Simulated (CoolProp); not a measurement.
Saturation properties of R134a (Tc = 374.2 K, pc = 4.059 MPa, ω = 0.327).

The numbers come from the reference Helmholtz-energy equation of state, Tillner-Roth 1994 in CoolProp.

| T (K) | p (MPa) | liquid density (kg/m³) | vapour density (kg/m³) | enthalpy of vaporisation (kJ/kg) | liquid cp (kJ/(kg K)) | liquid conductivity (mW/(m K)) |
|---|---|---|---|---|---|---|
| 226.2 | 0.03508 | 1438 | 1.943 | 230.1 | 1.243 | (withheld) |
| 235.3 | 0.05726 | (withheld) | 3.075 | 224.5 | 1.258 | 110 |
| 244.4 | 0.08951 | 1385 | 4.679 | 218.7 | 1.275 | 105 |
| 253.6 | 0.1353 | 1357 | 6.910 | 212.6 | 1.294 | 101 |
| 262.7 | 0.1971 | 1329 | 9.872 | 206.3 | 1.314 | 96.7 |
| 271.8 | 0.2787 | 1299 | 13.76 | 199.6 | 1.337 | 92.6 |
| 280.9 | 0.3843 | 1269 | (withheld) | 192.6 | 1.363 | 88.6 |
| 290 | 0.5181 | 1237 | 25.19 | 185.0 | 1.393 | 84.6 |
| 299.1 | 0.6844 | 1203 | 33.29 | 176.9 | 1.429 | 80.7 |
| 308.2 | 0.8882 | 1167 | 43.48 | 168.1 | 1.471 | 76.8 |
| 317.3 | 1.135 | 1129 | (withheld) | 158.5 | 1.524 | 72.9 |
| 326.5 | 1.432 | 1086 | 72.71 | 147.8 | 1.594 | 69.0 |
| 335.6 | 1.781 | 1040 | 93.52 | 135.7 | 1.689 | 65.0 |
| 344.7 | 2.191 | 986.6 | 120.8 | 121.8 | 1.834 | 61.0 |

Task: What belongs in the gaps?

Result: 
- 226.2, liquid conductivity (mW/(m K)): 114
- 235.3, liquid density (kg/m³): 1411
- 280.9, vapour density (kg/m³): 18.78
- 317.3, vapour density (kg/m³): 56.30

It boils at 247.1 K under 1 atm.

Thermal conductivity comes from a separate model (McLinden 2000), an estimate that may be off by 10 % or more.
